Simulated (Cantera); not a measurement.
Cantera run:

```python
import numpy as np
import cantera as ct

gas_names = [...]  # 91 gases of nasa_gas.yaml made of C, Cl, H
cond_names = """
    C(gr) C6H6(L) C7H8(L) C8H18(L),n-octa
""".split()


# ... load() reads the species with a 1 bar reference pressure and builds the phases ...
atoms = {
    'CCl4': {'C': 1, 'CL': 4},
    'H2': {'H': 2},
}
top_T = {'C(gr)': 4500}  # K; cautious upper limits of use, not melting points


# ... equilibrate(T, P, feed) seeds the gas with the atoms and calls Mixture.equilibrate('TP', solver="vcs", rtol=1e-11, max_steps=5000) ...
results = []
T = 948  # K
P = 10000  # Pa
for m in [0.12, 0.2, 0.32, 0.53, 0.86, 1.4, 2.3, 3.8, 6.1]:
    feed = {'CCl4': 1, 'H2': m}  # mol
    mix = equilibrate(T, P, feed)
    results.append((T, P, feed, dict(zip(mix.species_names, mix.species_moles))))

top = {s: max(r[3][s] / sum(r[3][g] for g in gas_names) for r in results) for s in gas_names}
cols = sorted((s for s in top if top[s] > 1e-05), key=lambda s: -top[s])[:9]
seen = [c for c in cond_names if any(r[3].get(c, 0) > 1e-12 for r in results)]
print("log10 of partial pressures in bar; condensed amounts in mol")
print(f"{'n(H2)':>10s}" + "".join(f"{s[:9]:>10s}" for s in cols + seen))
for T, P, feed, n in results:
    ng = sum(n[g] for g in gas_names)
    print(f"{feed['H2']:10.4g}" + "".join(f"{np.log10(max(n[s] / ng * P / 1e5, 1e-99)):10.3f}" for s in cols)
          + "".join(f"{n.get(c, 0):10.4g}" for c in seen))
```

Output:

```
log10 of partial pressures in bar; condensed amounts in mol
     n(H2)       HCL       CL2        H2       CH4      CCL4        CL     C(gr)
      0.12    -1.946    -1.053   -13.908   -28.582    -4.014    -4.293    0.9979
       0.2    -1.740    -1.088   -13.462   -27.689    -4.084    -4.311    0.9982
      0.32    -1.559    -1.141   -13.047   -26.859    -4.190    -4.337    0.9985
      0.53    -1.378    -1.236   -12.588   -25.942    -4.381    -4.385    0.9989
      0.86    -1.221    -1.400   -12.111   -24.988    -4.708    -4.467    0.9994
       1.4    -1.084    -1.754   -11.484   -23.734    -5.416    -4.644    0.9999
       2.3    -1.031   -10.975    -2.157    -5.080   -23.858    -9.254    0.9996
       3.8    -1.161   -11.879    -1.512    -3.789   -25.666    -9.706    0.9906
       6.1    -1.305   -12.377    -1.301    -3.368   -26.663    -9.955    0.9654
```

Cantera equilibrium calculation (NASA polynomials, part measured and part estimated; ideal gas, pure solids and liquids). Gases not in the tables: chlorinated aromatics.
